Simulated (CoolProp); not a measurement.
A single-stage vapour-compression cycle with R365MFC: evaporating at 266.15 K (dew point), condensing at 307.15 K (bubble point), superheat 5 K, subcooling 8 K, compressor efficiency 0.65, no pressure losses. Each further row changes one setting.

Computed with CoolProp (reference Helmholtz-energy equation of state, Lemmon 2016).

```tsv
case	cooling COP	pressure ratio	discharge temperature (K)	refrigerating effect (kJ/kg)	volumetric capacity (kJ/m³)
as stated	3.81	6.27	318.4	169	144
evaporating temperature 271.15 K	4.52	4.84	317.0	174	189
condensing temperature 302.15 K	[?]	[?]	313.4	176	150
subcooling 13 K	[?]	6.27	318.4	176	150
superheat 15 K	3.87	6.27	329.1	179	147
compressor efficiency 0.55	3.22	6.27	326.1	169	144
```

Q: What belongs in the gaps?

A: 
- condensing temperature 302.15 K, cooling COP: 4.44
- condensing temperature 302.15 K, pressure ratio: 5.18
- subcooling 13 K, cooling COP: 3.96
